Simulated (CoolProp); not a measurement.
The numbers come from the reference Helmholtz-energy equation of state, Akasaka 2023 in CoolProp.

### Question
Give the vapour pressure (bar), liquid density (kg/m³), vapour density (kg/m³), enthalpy of vaporisation (kJ/kg) of saturated R1336mzz(E) at 281 K.

### Answer
```tsv
T (K)	p (bar)	liquid density (kg/m³)	vapour density (kg/m³)	enthalpy of vaporisation (kJ/kg)
281	1.01	1380	7.47	154
```
